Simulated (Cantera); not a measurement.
Feed: 1 mol SiHCl3, 0.17 mol Cl2, 82 mol H2, held at 900 K and 8.25 Torr.

Cantera equilibrium calculation (NASA polynomials, part measured and part estimated; ideal gas, pure solids and liquids). The tables' values for SiCl3 are old estimates; treat these amounts as uncertain. Kinetics and transport are ignored.

```
species      before     after
----------  -------  --------
H2            0.984     0.963
HCl         0.00720    0.0320
SiCl2       7.16e-5   0.00378
SiCl4       0.00624   1.07e-7
H           1.11e-9  0.000835
Si            <1e-9   2.35e-5
Cl            <1e-9   2.18e-5
SiCl          <1e-9   1.86e-5
SiHCl3      0.00242   5.40e-7
SiH2Cl2     8.91e-5   4.63e-7
Si(s), mol    0.256     0.676
```
Gas species are given as mole fractions.

**Question.** What was changed between the two runs?
(A) temperature from 900 K to 1798 K
(B) temperature from 900 K to 1648.15 K
(C) temperature from 900 K to 1023 K
(D) temperature from 900 K to 1773.15 K

**Answer.** B, temperature from 900 K to 1648.15 K. The tables' values for SiCl, SiCl3 are old estimates; treat these amounts as uncertain
